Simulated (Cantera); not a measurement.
Catalytic combustion on Pt

An isothermal plug-flow reactor at 1075 K and 0.987 atm (inlet), inlet velocity 0.25 m/s, active area per volume 550 1/m; feed CH₄ : O₂ : N₂ = 0.0049 : 0.039 : 1.8 (molar parts), equivalence ratio 0.25.

Detailed kinetics in Cantera: Deutschmann's 1995 Pt surface mechanism with GRI-Mech 3.0 gas chemistry. Catalytic surfaces can have several steady states; this one follows from the mechanism file's or the stated starting coverage. Mass transfer to the wall is taken as infinitely fast.

```json
[
 {"z (m)": "0.00014", "x CH₄": "0.00240", "x O₂": "0.0206", "x H₂O": "0.000511", "x CO₂": "0.000253", "x CO": "2.28e-6", "θ free Pt": "0.383", "θ O*": "0.617", "θ OH*": "0.000412"},
 {"z (m)": "0.00025", "x CH₄": "0.00222", "x O₂": "0.0203", "x H₂O": "0.000880", "x CO₂": "0.000438", "x CO": "2.11e-6", "θ free Pt": "0.384", "θ O*": "0.616", "θ OH*": "0.000526"},
 {"z (m)": "0.00044", "x CH₄": "0.00193", "x O₂": "0.0197", "x H₂O": "0.00145", "x CO₂": "0.000725", "x CO": "1.84e-6", "θ free Pt": "0.385", "θ O*": "0.614", "θ OH*": "0.000666"},
 {"z (m)": "0.00079", "x CH₄": "0.00149", "x O₂": "0.0188", "x H₂O": "0.00233", "x CO₂": "0.00116", "x CO": "1.43e-6", "θ free Pt": "0.387", "θ O*": "0.612", "θ OH*": "0.000836"},
 {"z (m)": "0.0014", "x CH₄": "0.000938", "x O₂": "0.0177", "x H₂O": "0.00343", "x CO₂": "0.00171", "x CO": "9.10e-7", "θ free Pt": "0.390", "θ O*": "0.609", "θ OH*": "0.00101"},
 {"z (m)": "0.0025", "x CH₄": "0.000402", "x O₂": "0.0167", "x H₂O": "0.00450", "x CO₂": "0.00224", "x CO": "3.94e-7", "θ free Pt": "0.393", "θ O*": "0.605", "θ OH*": "0.00115"},
 {"z (m)": "0.0044", "x CH₄": "9.09e-5", "x O₂": "0.0160", "x H₂O": "0.00511", "x CO₂": "0.00255", "x CO": "9.07e-8", "θ free Pt": "0.395", "θ O*": "0.603", "θ OH*": "0.00123"},
 {"z (m)": "0.0079", "x CH₄": "5.79e-6", "x O₂": "0.0159", "x H₂O": "0.00528", "x CO₂": "0.00264", "x CO": "7.05e-9", "θ free Pt": "0.396", "θ O*": "0.603", "θ OH*": "0.00125"},
 {"z (m)": "0.014", "x CH₄": "4.77e-8", "x O₂": "0.0159", "x H₂O": "0.00530", "x CO₂": "0.00264", "x CO": "1.00e-9", "θ free Pt": "0.396", "θ O*": "0.603", "θ OH*": "0.00125"}
]
```
x: gas mole fraction; θ: surface coverage.
